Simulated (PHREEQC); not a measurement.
Make-up at 20 °C: 0.019 mol HF and 0.022 mol NH4HF2 per kg of water. Closed to the air; pH follows from the charge balance.

Model: ion-association model, phreeqc.dat, run in PHREEQC.

Each row changes one thing in this solution. No solid was allowed to form.

```json
[
 {"case": "as made", "pH": "2.83", "ionic strength (mol/kgw)": "0.0237", "HF (mol/kgw)": "0.0365", "F- (mol/kgw)": "0.0209", "HF2- (mol/kgw)": "0.00281"},
 {"case": "HF left out", "pH": "3.11", "ionic strength (mol/kgw)": "0.0229", "HF (mol/kgw)": "0.0196", "F- (mol/kgw)": "0.0213", "HF2- (mol/kgw)": "0.00154"},
 {"case": "NH4HF2 left out", "pH": "2.46", "ionic strength (mol/kgw)": "0.00364", "HF (mol/kgw)": "0.0152", "F- (mol/kgw)": "0.00345", "HF2- (mol/kgw)": "0.000192"},
 {"case": "HF replaced by Na2SiF6 at the same molality", "pH": "3.06", "ionic strength (mol/kgw)": "0.0798", "HF (mol/kgw)": "0.0194", "F- (mol/kgw)": "0.0212", "HF2- (mol/kgw)": "0.00152"},
 {"case": "HF from 0.019 to 0.0095 mol/kgw", "pH": "2.95", "ionic strength (mol/kgw)": "0.0233", "HF (mol/kgw)": "0.0280", "F- (mol/kgw)": "0.0211", "HF2- (mol/kgw)": "0.00218"}
]
```

Species that the database lacks are ignored. SiF6-2 is the database's only silicon fluoride.
